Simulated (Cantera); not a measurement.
An adiabatic, constant-volume homogeneous reactor starts with CH₄ : CO : O₂ : N₂ = 1 : 0.6 : 1.28 : 4.8 (molar parts), at 1350 K and 1.00 bar. Integrator tolerance rtol = 1e-08.

Detailed kinetics in Cantera: GRI-Mech 3.0 (53 species, 325 reactions).

### Question
What does this change do: pressure from 1.00 bar to 27.0 bar?

### Answer
| quantity | before | after |
|---|---|---|
| time of steepest temperature rise | 9.89 ms | 0.604 ms |
| temperature at 1.00 s | 2799 K | 2941 K |
| equilibrium temperature | 2799 K | 2941 K |
| x(CH₄) at 1.00 s | 3.95e-12 (gas-phase equilibrium 4.54e-12) | 2.10e-9 (gas-phase equilibrium 2.33e-9) |
| x(CO) at 1.00 s | 0.153 (gas-phase equilibrium 0.153) | 0.154 (gas-phase equilibrium 0.154) |
| x(O₂) at 1.00 s | 0.000530 (gas-phase equilibrium 0.000530) | 5.88e-5 (gas-phase equilibrium 5.88e-5) |
| x(C₂H) at 1.00 s | <1e-12 (gas-phase equilibrium <1e-12) | <1e-12 (gas-phase equilibrium <1e-12) |
| x(O) at 1.00 s | 0.000824 (gas-phase equilibrium 0.000824) | 8.84e-5 (gas-phase equilibrium 8.84e-5) |
| x(H₂O) at 1.00 s | 0.137 (gas-phase equilibrium 0.137) | 0.146 (gas-phase equilibrium 0.146) |
The pressure lies above the range GRI-Mech 3.0 was tuned for (to about 10 atm).
